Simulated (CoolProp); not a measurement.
Vapour-liquid equilibrium of CHF3 (R23) (1) + R125 (2) at -34.35 °C; x and y are mole fractions of (1).

Computed with CoolProp (multi-fluid Helmholtz-energy mixture model, Penoncello 2003 and Lemmon 2005; pair parameters Bell 2016).

```tsv
x	bubble pressure (kPa)	y at the bubble point	dew pressure at overall composition x (kPa)	liquid density (mol/L)
0.05	219.9	0.169	198.0	12.40
0.2	314.2	0.494	226.3	13.06
0.35	413.2	0.677	264.0	13.77
0.5	514.4	0.792	316.7	14.55
0.65	617.0	0.873	395.1	15.40
0.8	721.4	0.934	522.7	16.33
0.95	829.4	0.985	752.5	17.37
```

No azeotrope shows between x = 0.05 and 0.95.

Pair parameters are fitted to limited data, so mixtures are less certain than the pure fluids.
